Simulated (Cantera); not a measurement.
## Catalytic combustion on Pt

An isothermal plug-flow reactor at 675 K and 1.78 atm (inlet), inlet velocity 0.83 m/s, active area per volume 490 1/m; feed H2 : O2 : N2 = 0.0057 : 0.036 : 0.79 (molar parts), equivalence ratio 0.079.

Model: Deutschmann's 1995 Pt surface mechanism with GRI-Mech 3.0 gas chemistry, integrated in Cantera. Catalytic surfaces can have several steady states; this one follows from the mechanism file's or the stated starting coverage. Mass transfer to the wall is taken as infinitely fast.

```tsv
z (m)	x H2	x O2	x H2O	θ free Pt	θ O*	θ OH*
0.00042	0.00211	0.0410	0.00476	0.0906	0.903	0.00671
0.0009	0.00116	0.0406	0.00571	0.0508	0.944	0.00538
0.0019	0.000595	0.0403	0.00628	0.0268	0.969	0.00407
0.0042	0.000269	0.0401	0.00661	0.0137	0.983	0.00298
0.009	0.000108	0.0400	0.00677	0.00824	0.989	0.00233
0.019	3.00e-5	0.0400	0.00685	0.00616	0.992	0.00202
0.042	2.60e-6	0.0400	0.00687	0.00554	0.993	0.00192
```
x: gas mole fraction; θ: surface coverage.
